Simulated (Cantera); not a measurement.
Input (Python, Cantera):

```python
import numpy as np
import cantera as ct

gas = ct.Solution("h2o2.yaml")
gas.TPX = 1325, 170000, {'H2': 1, 'O2': 0.769, 'N2': 2.1}
reactor = ct.IdealGasConstPressureReactor(gas, energy="on", clone=False)
net = ct.ReactorNet([reactor])
net.rtol, net.atol = 1e-08, 1e-16
show = ['H2', 'O2', 'HO2', 'H2O', 'H2O2']
times = np.geomspace(5e-06, 10, 12)

steps = ct.SolutionArray(gas, extra=["t"])
rows = []
print(f"{'t/s':>10s}{'T/K':>9s}{'P/Pa':>11s}" + "".join(f"{s:>11s}" for s in show))
for t in times:
    while net.time < t:
        t_next = net.step()
        steps.append(gas.state, t=t_next)
    rows.append([np.interp(t, steps.t, y) for y in (steps.T, steps.P, *steps(*show).X.T)])
    print(f"{t:10.3e}{rows[-1][0]:9.1f}{rows[-1][1]:11.4g}" + "".join(f"{x:11.3e}" for x in rows[-1][2:]))
rate = np.gradient(steps.T, steps.t)
print("integrator steps:", len(steps.t))
if steps.T.max() > steps.T[0] + 200:
    print(f"time of steepest temperature rise: {steps.t[rate.argmax()]:.4e} s")
gas.TPX = 1325, 170000, {'H2': 1, 'O2': 0.769, 'N2': 2.1}
gas.equilibrate("HP")
print(f"equilibrium (HP): T = {gas.T:.1f} K  " + "  ".join(f"{s} {gas[s].X[0]:.3e}" for s in show))
```

Result:

```
       t/s      T/K       P/Pa         H2         O2        HO2        H2O       H2O2
 5.000e-06   1325.0    1.7e+05  2.584e-01  1.987e-01  2.081e-06  1.614e-05  1.460e-08
 1.870e-05   2192.7    1.7e+05  3.385e-02  7.759e-02  3.259e-05  2.032e-01  8.418e-07
 6.992e-05   2759.3    1.7e+05  1.557e-02  7.307e-02  2.148e-05  2.516e-01  9.766e-07
 2.615e-04   2780.0    1.7e+05  1.461e-02  7.305e-02  2.267e-05  2.538e-01  1.084e-06
 9.778e-04   2780.0    1.7e+05  1.461e-02  7.305e-02  2.267e-05  2.538e-01  1.084e-06
 3.657e-03   2780.0    1.7e+05  1.461e-02  7.305e-02  2.267e-05  2.538e-01  1.084e-06
 1.367e-02   2780.0    1.7e+05  1.461e-02  7.305e-02  2.267e-05  2.538e-01  1.084e-06
 5.113e-02   2780.0    1.7e+05  1.461e-02  7.305e-02  2.267e-05  2.538e-01  1.084e-06
 1.912e-01   2780.0    1.7e+05  1.461e-02  7.305e-02  2.267e-05  2.538e-01  1.084e-06
 7.151e-01   2780.0    1.7e+05  1.461e-02  7.305e-02  2.267e-05  2.538e-01  1.084e-06
 2.674e+00   2780.0    1.7e+05  1.461e-02  7.305e-02  2.267e-05  2.538e-01  1.084e-06
 1.000e+01   2780.0    1.7e+05  1.461e-02  7.305e-02  2.267e-05  2.538e-01  1.084e-06
integrator steps: 1188
time of steepest temperature rise: 1.2584e-05 s
equilibrium (HP): T = 2780.0 K  H2 1.461e-02  O2 7.305e-02  HO2 2.267e-05  H2O 2.538e-01  H2O2 1.084e-06
```

Cantera simulation using the H2/O2 subset of GRI-Mech 3.0, which has no nitrogen chemistry; the numbers are that mechanism's predictions, not measurements.
